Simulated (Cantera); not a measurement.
Cantera run:

```python
import numpy as np
import cantera as ct

gas_names = """
    CL CLO CL2 Fe FeCL FeCL2 FeCL3 FeO Fe2CL4 Fe2CL6 N NO NO2 NO3 N2 N2O O O2 O3
""".split()
cond_names = """
    Fe(a) Fe(c) Fe(d) Fe(L) FeCL2(s) FeCL2(L) FeCL3(s) FeCL3(L) FeO(s) FeO(L) Fe2O3(s) Fe3O4(s)
""".split()


# ... load() reads the species with a 1 bar reference pressure and builds the phases ...
atoms = {
    'Fe2O3': {'Fe': 2, 'O': 3},
    'Cl2': {'CL': 2},
    'N2': {'N': 2},
}
top_T = {'Fe2O3(s)': 1830, 'Fe3O4(s)': 1870}  # K; cautious upper limits of use, not melting points


# ... equilibrate(T, P, feed) seeds the gas with the atoms and calls Mixture.equilibrate('TP', solver="vcs", rtol=1e-11, max_steps=5000) ...
results = []
feed = {'Fe2O3': 1, 'Cl2': 15, 'N2': 12}  # mol
T = 700  # K
P = 57000  # Pa
mix = equilibrate(T, P, feed)
results.append((T, P, feed, dict(zip(mix.species_names, mix.species_moles))))
print(gas.report(threshold=1e-05))
for i in range(1, mix.n_phases):
    print(f"{mix.phase(i).name:16s} {mix.phase_moles(i):12.5e} mol")
```

It prints:

```
       temperature   700 K
          pressure   57000 Pa
           density   0.50808 kg/m^3
  mean mol. weight   51.879 kg/kmol
   phase of matter   gas

                          1 kg             1 kmol
                     ---------------   ---------------
          enthalpy        2.5403e+05        1.3179e+07  J
   internal energy        1.4185e+05        7.3588e+06  J
           entropy            4775.6        2.4775e+05  J/K
    Gibbs function       -3.0889e+06       -1.6025e+08  J
 heat capacity c_p            658.27             34150  J/K
 heat capacity c_v               498             25836  J/K

                      mass frac. Y      mole frac. X     chem. pot. / RT
                     ---------------   ---------------   ---------------
               CL2           0.75822            0.5548           -29.166
             FeCL3        0.00086678        0.00027724           -96.325
            Fe2CL6        0.00069203        0.00011067           -192.65
                N2           0.23999           0.44444           -25.405
                O2        0.00023064        0.00037394           -34.145
     [  +14 minor]        4.6705e-07        6.6897e-07

Fe(a)             0.00000e+00 mol
FeCL2(s)          0.00000e+00 mol
FeCL3(L)          0.00000e+00 mol
FeO(s)            0.00000e+00 mol
Fe2O3(s)          9.93269e-01 mol
Fe3O4(s)          0.00000e+00 mol
```

Method: chemical equilibrium by Gibbs-energy minimisation in Cantera with the NASA 1993 tables (ideal gas, pure condensed phases). Condensed phases not in the tables: FeOCl.
